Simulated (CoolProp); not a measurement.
Vapour-liquid equilibrium of hydrogen sulfide (1) + n-pentane (2) at -2.85 °C; x and y are mole fractions of (1).

The numbers come from the multi-fluid Helmholtz-energy mixture model, Lemmon 2006 and Thol 2019; pair parameters Kunz 2012 in CoolProp.

```
x      bubble pressure, mixture model (MPa)  bubble pressure, Raoult's law (MPa)  y, mixture model  y, Raoult's law
-----  ------------------------------------  -----------------------------------  ----------------  ---------------
0.05                                0.08321                              0.06781             0.749            0.700
0.125                                0.1909                               0.1374             0.896            0.863
0.2                                     ___                               0.2069             0.937            0.917
0.275                                0.4060                               0.2764               ___            0.944
0.35                                 0.4931                               0.3460               ___            0.960
0.425                                0.5624                               0.4155             0.971            0.970
0.5                                  0.6167                               0.4851             0.975            0.978
0.575                                0.6608                               0.5546             0.978            0.984
0.65                                 0.7002                               0.6242             0.981            0.988
0.725                                0.7401                               0.6937             0.983            0.991
0.8                                  0.7849                               0.7633               ___            0.994
0.875                                   ___                               0.8328             0.991            0.997
0.95                                    ___                               0.9024             0.996            0.999
```

**Question.** Some entries are withheld; supply them.

**Answer.** 
- 0.2, bubble pressure, mixture model (MPa): 0.3029
- 0.275, y, mixture model: 0.956
- 0.35, y, mixture model: 0.965
- 0.8, y, mixture model: 0.987
- 0.875, bubble pressure, mixture model (MPa): 0.8378
- 0.95, bubble pressure, mixture model (MPa): 0.9010

The largest gap from Raoult's law is +46.9 % in bubble pressure, at x = 0.275. No azeotrope shows between x = 0.05 and 0.95.

Pair parameters are fitted to limited data, so mixtures are less certain than the pure fluids.
